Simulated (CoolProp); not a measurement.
Vapour pressure (MPa) of ammonia: the reference equation beside estimates from Tc = 405.6 K, pc = 11.36 MPa, ω = 0.256. Clausius-Clapeyron is anchored at 247.5 K with a constant enthalpy of vaporisation of 22.93 kJ/mol.

Computed with CoolProp (reference Helmholtz-energy equation of state, Gao 2020).

```json
[
 {"T (K)": "210.1", "reference": "0.01781", "Lee-Kesler": "0.01600", "Clausius-Clapeyron": "[?]", "van der Waals": "0.4000"},
 {"T (K)": "219.4", "reference": "[?]", "Lee-Kesler": "[?]", "Clausius-Clapeyron": "0.03525", "van der Waals": "0.5285"},
 {"T (K)": "228.8", "reference": "[?]", "Lee-Kesler": "[?]", "Clausius-Clapeyron": "0.05909", "van der Waals": "[?]"},
 {"T (K)": "238.1", "reference": "0.09280", "Lee-Kesler": "0.08831", "Clausius-Clapeyron": "0.09462", "van der Waals": "0.8697"},
 {"T (K)": "247.5", "reference": "0.1469", "Lee-Kesler": "0.1418", "Clausius-Clapeyron": "0.1469", "van der Waals": "1.088"},
 {"T (K)": "256.8", "reference": "0.2229", "Lee-Kesler": "0.2177", "Clausius-Clapeyron": "0.2199", "van der Waals": "1.338"},
 {"T (K)": "266.2", "reference": "0.3285", "Lee-Kesler": "[?]", "Clausius-Clapeyron": "0.3214", "van der Waals": "1.627"},
 {"T (K)": "275.5", "reference": "0.4683", "Lee-Kesler": "0.4657", "Clausius-Clapeyron": "0.4559", "van der Waals": "1.951"}
]
```

Fill in the missing entries.


- 210.1, Clausius-Clapeyron: 0.02021
- 219.4, reference: 0.03251
- 219.4, Lee-Kesler: 0.02985
- 228.8, reference: 0.05645
- 228.8, Lee-Kesler: 0.05284
- 228.8, van der Waals: 0.6853
- 266.2, Lee-Kesler: 0.3241

Absolute difference from the reference over all 8 rows, mean and median: Lee-Kesler 4.7 and 4.2 %, Clausius-Clapeyron 4.3 and 2.4 %, van der Waals 934.4 and 738.9 %.
